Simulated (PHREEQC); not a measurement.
Make-up at 25 °C: 0.091 mol Cu(NO3)2, 0.0033 mol HBF4 and 3.6e-05 mol H3BO3 per kg of water. It is in equilibrium with CO2 at log p = -3.4 (atm). Otherwise closed; pH follows from the charge balance.

Computed with PHREEQC (ion-association model, wateq4f.dat).

```yaml
pH: 2.53
ionic_strength: 0.276 mol/kgw
total_alkalinity: -13.2 meq/kg
```

```
species  molality  activity   log γ
-------  --------  --------  ------
NO3-        0.182     0.121  -0.177
Cu+2       0.0905    0.0269  -0.526
H+        0.00379   0.00298  -0.105
HF        0.00289   0.00308   0.028
BF4-      0.00196   0.00128  -0.187
H3BO3     0.00103   0.00110   0.028
```

Precipitation was switched off in this run. Complexes and solids missing from the database can't appear. Real BF4- forms and hydrolyses slowly; the run takes it at equilibrium.
